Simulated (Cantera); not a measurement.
# Ignition delay

Mixture: CH₄ : O₂ : N₂ = 1 : 1.33 : 11 (molar parts), equivalence ratio 1.5, at 1.01 bar, adiabatic and at constant volume. Ignition delay is the time to a rise of 400 K.

Cantera simulation using GRI-Mech 3.0 (53 species, 325 reactions); the numbers are that mechanism's predictions, not measurements.

```json
[
 {"T0 (K)": "1248", "delay (ms)": "60.5"},
 {"T0 (K)": "1348", "delay (ms)": "16.1"},
 {"T0 (K)": "1448", "delay (ms)": "4.72"},
 {"T0 (K)": "1548", "delay (ms)": "1.56"},
 {"T0 (K)": "1648", "delay (ms)": "0.600"},
 {"T0 (K)": "1748", "delay (ms)": "0.269"},
 {"T0 (K)": "1848", "delay (ms)": "0.137"},
 {"T0 (K)": "1948", "delay (ms)": "0.0768"},
 {"T0 (K)": "2048", "delay (ms)": "0.0465"},
 {"T0 (K)": "2148", "delay (ms)": "0.0300"}
]
```

apparent activation energy between 1948 and 2148 K: 160 kJ/mol
